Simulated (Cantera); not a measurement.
Feed: 1 mol Ti, 9.8 mol H2, equilibrated at 0.0133 bar.

Equilibrium computed with Cantera from the NASA thermochemical tables; the gas is ideal and each condensed phase is pure. Candidate condensed phases: Ti; 3 gas species. Kinetics and transport are ignored. All values below are at 1473 K.

Base state: H2 1.000, H 0.000110 (mole fractions); condensed: Ti(β).

### Question
What changes in the equilibrium state with this change: Ti replaced by Ti(OiPr)4?

### Answer
```json
[
 {"species": "H2", "before": "1.000", "after": "0.856"},
 {"species": "CO", "before": "0", "after": "0.144"},
 {"species": "H", "before": "0.000110", "after": "0.000101"},
 {"species": "CH4", "before": "0", "after": "2.87e-5"},
 {"species": "Ti(β), mol", "before": "1.00", "after": "0"},
 {"species": "C(graphite), mol", "before": "0", "after": "7.00"},
 {"species": "TiC(s), mol", "before": "0", "after": "1.00"}
]
```
The feed counts by its element totals alone. TiC: taken at fixed stoichiometry. Further candidate phases: C, C6H6, C7H8, C8H18, H2O, TiC, TiO, TiO2, Ti2O3, Ti3O5, Ti4O7.
